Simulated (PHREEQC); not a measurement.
Consider water at 25 °C with 0.0016 mol NaH2PO4, 0.00021 mol Na2B4O7 and 3.8e-05 mol NaCl per kg of water. Closed to the air; pH follows from the charge balance.

Equilibrium calculation in PHREEQC: ion-association model, phreeqc.dat.

**Question.** The ionic strength comes out as 0.00247 mol/kgw. What activity coefficients do NaHPO4-, H2BO3-, HPO4-2, H2PO4-, Na+ get?

**Answer.** NaHPO4- 0.95, H2BO3- 0.95, HPO4-2 0.81, H2PO4- 0.95, Na+ 0.95.

No solid was allowed to form.
